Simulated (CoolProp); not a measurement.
Vapour-liquid equilibrium of R125 (1) + R152A (2) at 0.683 MPa; x and y are mole fractions of (1).

Computed with CoolProp (multi-fluid Helmholtz-energy mixture model, Lemmon 2005 and Outcalt 1996; pair parameters Bell 2016).

**Question.** Give the bubble temperature and the first vapour's composition at x = 0.125, 0.8, 0.95. Is there an azeotrope?

**Answer.** x = 0.125: 297.7 K, y = 0.224; x = 0.8: 278.5 K, y = 0.895; x = 0.95: 274.9 K, y = 0.977. No azeotrope shows between x = 0.05 and 0.95.

The pair parameters rest on a limited set of measurements; away from them the model extrapolates.
